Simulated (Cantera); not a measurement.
Input: 1 mol CaF₂, 14 mol H₂O, 0.56 mol N₂, equilibrated at 16.0 Pa.

Equilibrium computed with Cantera from the NASA thermochemical tables; the gas is ideal and each condensed phase is pure. Candidate condensed phases: Ca, CaF₂, CaO, Ca(OH)₂, H₂O; 47 gas species. Rates play no part.

Q: What share of the Ca ends up in condensed phases as a function of T (K), at 1423, 1523, 1623, 1723, 1823, 1923, 2023, 2123, 2223?

A: 
```csv
T (K),Ca condensed (%),as
1423,99.8,CaO(s)
1523,99.7,CaO(s)
1623,99.4,CaO(s)
1723,98.9,CaO(s)
1823,98.0,CaO(s)
1923,96.7,CaO(s)
2023,94.0,CaO(s)
2123,86.9,CaO(s)
2223,60.2,CaO(s)
```
